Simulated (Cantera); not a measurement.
Charge: 1 mol FeS2, 0.09 mol SO3, 0.63 mol H2O, 1.5 mol H2S, at 1600 K and 0.100 bar.

These are equilibrium values from Cantera (NASA tables, ideal gas, pure condensed phases), not measurements of a reactor. Candidate condensed phases: Fe, FeO, Fe(OH)2, Fe(OH)3, FeS, FeSO4, FeS2, Fe2O3, Fe2(SO4)3, Fe3O4, H2O, H2SO4, S; 22 gas species. FeS: taken at fixed stoichiometry. Rates play no part.

Base state: S2 0.331, H2 0.276, H2O 0.260, H2S 0.116, SH 0.00710, SO2 0.00698, SO 0.00178, S2O 0.00101 (mole fractions); condensed: FeS(l).

Q: What changes in the equilibrium state with this change: temperature from 1600 K to 1223.15 K?

A: 
| species | before | after |
|---|---|---|
| H2S | 0.116 | 0.319 |
| H2O | 0.260 | 0.299 |
| S2 | 0.331 | 0.276 |
| H2 | 0.276 | 0.102 |
| H | 9.03e-5 | 3.05e-7 |
| S | 0.000220 | 1.32e-6 |
| SO | 0.00178 | 6.11e-5 |
| SH | 0.00710 | 0.000706 |
| FeS(l), mol | 1.000 | 0 |
| FeS(s), mol | 0 | 1.00 |
Gases not in the tables: S3 to S7.
